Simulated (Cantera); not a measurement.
Charge: 1 mol B₂O₃, 6.8 mol O₂, at 1100 Pa.

These are equilibrium values from Cantera (NASA tables, ideal gas, pure condensed phases), not measurements of a reactor. Candidate condensed phases: B, B₂O₃; 10 gas species. Equilibrium is a limit: real reactors are often held back by kinetics, nucleation or transport.

Question: At 1877 °C, list the 4 most abundant gas species with their mole fractions, and the condensed phases.

Answer: O₂ 0.829, B₂O₃ 0.0962, BO₂ 0.0577, O 0.0170. Condensed: gas only.
